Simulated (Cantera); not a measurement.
Feed: 1 mol CS2, 4.8 mol H2O, 5.3 mol H2, equilibrated at 2598.15 K and 48000 Torr.

These are equilibrium values from Cantera (NASA tables, ideal gas, pure condensed phases), not measurements of a reactor. Candidate condensed phases: C, C6H6, C7H8, C8H18, H2O, H2SO4, S; 123 gas species. The ideal-gas law is rough above about 30 bar. Equilibrium is a limit: real reactors are often held back by kinetics, nucleation or transport.

Base state: H2 0.453, H2O 0.310, H2S 0.0949, CO 0.0773, S2 0.0241, SH 0.0207, CO2 0.00819, SO 0.00350 (mole fractions); condensed: gas only.

Task: What changes in the equilibrium state with this change: CS2 replaced by SO2?

Result: 
```tsv
species	before	after
H2O	0.310	0.611
H2	0.453	0.301
H2S	0.0949	0.0413
CO	0.0773	0
SO2	0.00234	0.0135
S2	0.0241	0.0103
SH	0.0207	0.0110
CO2	0.00819	0
COS	0.000649	0
CS2	1.20e-5	0
```

Task: What changes in the equilibrium state with this change: temperature from 2598.15 K to 3048.15 K?

Result: 
```json
[
 {"species": "H2", "before": "0.453", "after": "0.473"},
 {"species": "H2O", "before": "0.310", "after": "0.285"},
 {"species": "CO", "before": "0.0773", "after": "0.0767"},
 {"species": "H2S", "before": "0.0949", "after": "0.0553"},
 {"species": "H", "before": "0.00320", "after": "0.0157"},
 {"species": "SO", "before": "0.00350", "after": "0.0118"},
 {"species": "SH", "before": "0.0207", "after": "0.0359"},
 {"species": "S2", "before": "0.0241", "after": "0.0256"},
 {"species": "O", "before": "2.32e-6", "after": "6.58e-5"},
 {"species": "O2", "before": "6.47e-7", "after": "1.56e-5"},
 {"species": "OH", "before": "0.000507", "after": "0.00325"},
 {"species": "S", "before": "0.00126", "after": "0.00582"}
]
```
